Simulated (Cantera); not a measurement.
Input (Python, Cantera):

```python
import numpy as np
import cantera as ct

gas = ct.Solution("gri30.yaml")
gas.TPX = 525, 500000, {'CH4': 1, 'O2': 1.82, 'N2': 4.73, 'CO2': 1.4}
flame = ct.FreeFlame(gas, width=0.013)
flame.set_refine_criteria(ratio=3, slope=0.08, curve=0.16)
flame.transport_model = "mixture-averaged"
flame.solve(loglevel=0, auto=True)
z, T = flame.grid, flame.T
thick = (T[-1] - T[0]) / np.gradient(T, z).max()
show = ['CH4', 'O2', 'CO2', 'H2O2', 'C2H6', 'HO2']
print(f"laminar burning velocity  {flame.velocity[0] * 100:.3f} cm/s")
print(f"burnt temperature         {T[-1]:.1f} K")
print(f"thermal thickness         {thick * 1e3:.4f} mm")
print(f"grid points               {len(z)}")
z0 = z[flame.heat_release_rate.argmax()]
print(f"{'z/mm':>9s}{'T/K':>9s}{'u/(m/s)':>9s}" + "".join(f"{s:>11s}" for s in show))
rows = []
for k in (-3, -2, -1.5, -1, -0.5, -0.25, 0, 0.25, 0.5, 1, 2, 4, 8):
    zz = z0 + k * thick
    rows.append([k * thick, np.interp(zz, z, T), np.interp(zz, z, flame.velocity),
                 *(np.interp(zz, z, flame.X[gas.species_index(s)]) for s in show)])
    print(f"{rows[-1][0] * 1e3:9.3f}{rows[-1][1]:9.1f}{rows[-1][2]:9.3f}" + "".join(f"{x:11.3e}" for x in rows[-1][3:]))
```

Output:

```
laminar burning velocity  37.137 cm/s
burnt temperature         2325.4 K
thermal thickness         0.1427 mm
grid points               140
     z/mm      T/K  u/(m/s)        CH4         O2        CO2       H2O2       C2H6        HO2
   -0.428    525.7    0.372  1.115e-01  2.030e-01  1.562e-01  7.794e-08  1.194e-07  1.115e-07
   -0.285    530.9    0.377  1.106e-01  2.022e-01  1.559e-01  6.327e-07  1.484e-06  9.191e-07
   -0.214    550.1    0.391  1.085e-01  1.999e-01  1.555e-01  2.745e-06  9.506e-06  4.187e-06
   -0.143    656.9    0.471  9.898e-02  1.890e-01  1.550e-01  1.394e-05  8.815e-05  2.603e-05
   -0.071   1113.7    0.810  6.353e-02  1.400e-01  1.587e-01  3.988e-05  6.992e-04  1.215e-04
   -0.036   1529.7    1.123  3.193e-02  9.183e-02  1.665e-01  1.148e-05  9.059e-04  1.567e-04
    0.000   1922.0    1.419  5.157e-03  4.126e-02  1.799e-01  2.454e-06  6.803e-05  7.192e-05
    0.036   2076.0    1.528  1.270e-04  1.838e-02  1.950e-01  7.559e-07  4.377e-08  1.646e-05
    0.071   2136.4    1.566  1.908e-06  1.234e-02  2.041e-01  5.749e-07  1.292e-11  9.559e-06
    0.143   2203.0    1.608  1.053e-09  8.274e-03  2.117e-01  4.010e-07  9.227e-18  5.165e-06
    0.285   2260.6    1.644  4.025e-14  5.106e-03  2.176e-01  2.540e-07  6.320e-24  2.439e-06
    0.571   2299.2    1.667  4.719e-15  2.943e-03  2.219e-01  1.552e-07  3.427e-28  1.126e-06
    1.141   2317.9    1.679  5.485e-15  1.894e-03  2.241e-01  1.063e-07  2.380e-28  6.372e-07
```

Cantera simulation using GRI-Mech 3.0 (53 species, 325 reactions); the numbers are that mechanism's predictions, not measurements. Burning velocities carry a grid error of a few per cent, more on coarse grids.
